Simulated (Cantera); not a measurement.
Input: 1 mol SiH₄, 0.25 mol C₃H₈, a varied amount of H₂, held at 2425 K and 120 Torr.

Cantera equilibrium calculation (NASA polynomials, part measured and part estimated; ideal gas, pure solids and liquids). Candidate condensed phases: C, C₆H₆, C₇H₈, C₈H₁₈, Si, SiC; 87 gas species. Mutual solubility and eutectic melting of coexisting phases are not modelled. Gases not in the tables: Si₂H₆ and higher silanes. Equilibrium is a limit: real reactors are often held back by kinetics, nucleation or transport.

log p: log10 of the partial pressure in bar; n: condensed amount in mol.

| n(H₂) (mol) | log p H₂ | log p H | log p Si | log p C₂H₂ (acetylene) | n Si(l) | n SiC(s) |
|---|---|---|---|---|---|---|
| 1.9 | -0.83 | -2.16 | -2.57 | -4.33 | 0.140 | 0.736 |
| 4.5 | -0.83 | -2.16 | -2.57 | -4.33 | … | 0.728 |
| 10 | -0.82 | -2.16 | … | … | 0 | 0.712 |
| 24 | -0.82 | -2.16 | -2.86 | -3.77 | 0 | 0.646 |
| 57 | -0.82 | -2.16 | -2.99 | -3.50 | 0 | 0.414 |
| 130 | -0.82 | -2.16 | -3.09 | -3.46 | 0 | 0 |
| 310 | -0.82 | -2.16 | -3.40 | -3.78 | 0 | 0 |

**Question.** Some entries are withheld; supply them.

**Answer.** 
- 4.5, n Si(l): 0.0818
- 10, log p Si: -2.63
- 10, log p C₂H₂ (acetylene): -4.22
